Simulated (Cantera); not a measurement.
Cantera run, input and output.

```python
import numpy as np
import cantera as ct

gas = ct.Solution("gri30.yaml")


def delay(T, t_max=10):
    gas.TPX = T, 820000, {'CH4': 1, 'O2': 3.92, 'N2': 31}
    reactor = ct.IdealGasReactor(gas, clone=False)
    net = ct.ReactorNet([reactor])
    net.rtol, net.atol = 1e-8, 1e-16
    while net.time < t_max:
        t_old, T_old = net.time, reactor.T
        net.step()
        if reactor.T > T + 400:  # ignition: a rise of 400 K
            return t_old + (T + 400 - T_old) / (reactor.T - T_old) * (net.time - t_old)
    return np.nan


taus = []
for T in [1175, 1225, 1275, 1325, 1375, 1425]:
    taus.append(delay(T))
    print(f"T0 = {T:6g} K   tau = {taus[-1]:.4e} s")
```

Output:

```
T0 =   1175 K   tau = 1.1525e-02 s
T0 =   1225 K   tau = 6.1865e-03 s
T0 =   1275 K   tau = 3.4274e-03 s
T0 =   1325 K   tau = 1.9496e-03 s
T0 =   1375 K   tau = 1.1348e-03 s
T0 =   1425 K   tau = 6.7450e-04 s
```

Detailed kinetics in Cantera: GRI-Mech 3.0 (53 species, 325 reactions).
